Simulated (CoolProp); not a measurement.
C3F8 (R218) along the isotherm 321.5 K: fugacity coefficient from the reference equation and from simpler models built on Tc = 345.0 K, pc = 26.40 bar, ω = 0.317; each cubic takes its own stable root.

The numbers come from the reference Helmholtz-energy equation of state, Lemmon 2006 in CoolProp. It is a short technical equation, of lower accuracy than the large ones.

| p (bar) | phase | reference | Redlich-Kwong | Soave-Redlich-Kwong |
|---|---|---|---|---|
| 2.64 | gas | 0.9583 | 0.9586 | 0.9570 |
| 5.28 | gas | 0.9165 | 0.9176 | 0.9145 |
| 7.92 | gas | 0.8745 | 0.8770 | 0.8723 |
| 10.6 | gas | 0.8313 | 0.8359 | 0.8295 |
| 13.2 | gas | … | 0.7960 | 0.7878 |
| 18.5 | liquid | 0.6407 | 0.6951 | 0.6497 |
| 21.1 | liquid | 0.5705 | … | 0.5799 |
| 23.8 | liquid | 0.5140 | 0.5614 | 0.5236 |
| 26.4 | liquid | 0.4705 | 0.5154 | 0.4802 |
| 29 | liquid | 0.4349 | 0.4777 | 0.4447 |
| 31.7 | liquid | 0.4041 | 0.4451 | 0.4140 |
| 34.3 | liquid | 0.3791 | 0.4186 | 0.3891 |
| 37 | liquid | 0.3569 | … | 0.3669 |
| 39.6 | liquid | 0.3385 | 0.3754 | 0.3485 |

### Question
Fill in the missing entries.

### Answer

- 13.2, reference: 0.7885
- 21.1, Redlich-Kwong: 0.6211
- 37, Redlich-Kwong: 0.3950
